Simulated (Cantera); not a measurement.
Feed: 1 mol SiHCl₃, 73 mol N₂, held at 975 °C and 46.0 Pa.

Method: chemical equilibrium by Gibbs-energy minimisation in Cantera with the NASA 1993 tables (ideal gas, pure condensed phases). Candidate condensed phases: NH₄Cl, Si, Si₃N₄; 28 gas species. N₂ is the only nitrogen source here; it is nearly inert below about 1500 K, so the nitride shown seldom forms there in practice. The tables' values for SiCl₃ are old estimates; treat these amounts as uncertain. The numbers say what is thermodynamically allowed, not how fast it happens.

Base state: N₂ 0.977, HCl 0.0128, SiCl₂ 0.00546, SiCl₄ 0.00300, SiCl₃ 0.00151, H₂ 0.000311, Cl 1.35e-5 (mole fractions); condensed: Si₃N₄(s).

### Question
What changes in the equilibrium state with this change: pressure from 46.0 Pa to 90.0 Pa?

### Answer
```
species          before     after
-------------  --------  --------
N₂                0.977     0.978
HCl              0.0128    0.0128
SiCl₄           0.00300   0.00400
SiCl₂           0.00546   0.00361
Cl              1.35e-5   9.84e-6
SiCl₃           0.00151   0.00141
H₂             0.000311  0.000303
Si₃N₄(s), mol    0.0856     0.109
```

### Question
What changes in the equilibrium state with this change: pressure from 46.0 Pa to 0.170 bar?

### Answer
```tsv
species	before	after
N₂	0.977	0.980
HCl	0.0128	0.0124
SiCl₄	0.00300	0.00679
SiCl₂	0.00546	5.96e-5
Cl	1.35e-5	5.28e-7
SiCl₃	0.00151	0.000237
SiHCl₃	2.57e-6	1.01e-5
H₂	0.000311	0.000522
Si₃N₄(s), mol	0.0856	0.158
```
